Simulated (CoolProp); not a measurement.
Isopentane at several states: Z from the reference equation and from simpler models built on Tc = 187.2 °C, pc = 33.78 bar, ω = 0.227; each cubic takes its own stable root.

Model: reference Helmholtz-energy equation of state, Lemmon 2006, in CoolProp. It is a short technical equation, of lower accuracy than the large ones.

```tsv
T (°C)	p (bar)	phase	reference
-143.55	54.5	liquid	0.4713
84.95	11.1	liquid	0.04896
-41.25	0.894	liquid	0.004931
-6.05	5.86	liquid	0.02946
170.95	5.3	gas	0.9365
28.75	96.7	liquid	0.4454
```

How far does each simpler model (van der Waals, Soave-Redlich-Kwong, Peng-Robinson) lie from the reference over these 6 states: mean and median of the absolute difference, and the worst?


- van der Waals: mean 3510.9 %, median 64.1 %, worst +19391.0 % at -41.25 °C and 0.894 bar
- Soave-Redlich-Kwong: mean 7.2 %, median 7.6 %, worst +12.0 % at -143.55 °C and 54.5 bar
- Peng-Robinson: mean 3.1 %, median 3.8 %, worst -5.5 % at 28.75 °C and 96.7 bar

At some of these states van der Waals gives the other phase, because its saturation line lies elsewhere.
